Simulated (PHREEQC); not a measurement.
Consider water at 20 °C with 1.2 mmol/kgw Cu(NO3)2 and 0.061 mmol/kgw HBF4. Closed to the air; pH follows from the charge balance.

Model: ion-association model, phreeqc.dat, run in PHREEQC.

No solid was allowed to form.

### Question
Order these F species by the share of F that they hold, largest first: F-, HF, CuF+.

### Answer
F- (80 %), HF (19 %), CuF+ (1.3 %)

The pH is 3.73 and the ionic strength 0.00379 mol/kgw. Complexes and solids missing from the database can't appear. Real BF4- forms and hydrolyses slowly; the run takes it at equilibrium.
